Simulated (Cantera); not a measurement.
# TiO2 + C + H2 + CO (carbothermic reduction)

Input: 1 mol TiO2, 3.3 mol C, 1.5 mol H2, 17 mol CO, equilibrated at 490000 Pa.

Cantera equilibrium calculation (NASA polynomials, part measured and part estimated; ideal gas, pure solids and liquids). Candidate condensed phases: C, C6H6, C7H8, C8H18, H2O, Ti, TiC, TiO, TiO2, Ti2O3, Ti3O5, Ti4O7; 113 gas species. TiC: taken at fixed stoichiometry. Condensed phases not in the tables: Magnéli phases beyond Ti4O7. Equilibrium is a limit: real reactors are often held back by kinetics, nucleation or transport.

At 1225 °C the condensed part is C(graphite) + Ti4O7(s). From 1300 °C to 1450 °C the condensed part is C(graphite) + Ti3O5(s). From 1525 °C to 1825 °C the condensed part is C(graphite) + TiC(s).

```
T (°C)   x CO    x H2     x CO2     x H2O       x H  x C2H2 (acetylene)    x CH4  n C(graphite)  n Ti4O7(s)  n Ti3O5(s)  n TiC(s)
------  -----  ------  --------  --------  --------  ------------------  -------  -------------  ----------  ----------  --------
1225    0.917  0.0795   0.00278  0.000622   2.19e-6             7.00e-7  8.03e-5           3.11       0.250           0         0
1300    0.919  0.0793   0.00149  0.000371   5.17e-6             1.64e-6  5.65e-5           3.00           0       0.333         0
1375    0.919  0.0794  0.000842  0.000233   1.13e-5             3.55e-6  4.14e-5           2.99           0       0.333         0
1450    0.920  0.0795  0.000502  0.000152   2.32e-5             7.19e-6  3.11e-5           2.98           0       0.333         0
1525    0.926  0.0730  0.000318   9.55e-5   4.30e-5             1.26e-5  2.02e-5          0.308           0           0      1.00
1600    0.927  0.0730  0.000206   6.68e-5   7.88e-5             2.28e-5  1.59e-5          0.304           0           0      1.00
1675    0.927  0.0730  0.000139   4.81e-5  0.000138             3.93e-5  1.28e-5          0.302           0           0      1.00
1750    0.927  0.0729   9.65e-5   3.55e-5  0.000232             6.52e-5  1.04e-5          0.300           0           0      1.00
1825    0.927  0.0728   6.89e-5   2.67e-5  0.000375            0.000104  8.61e-6          0.297           0           0      1.00
```
x: gas mole fraction; n: condensed amount in mol.
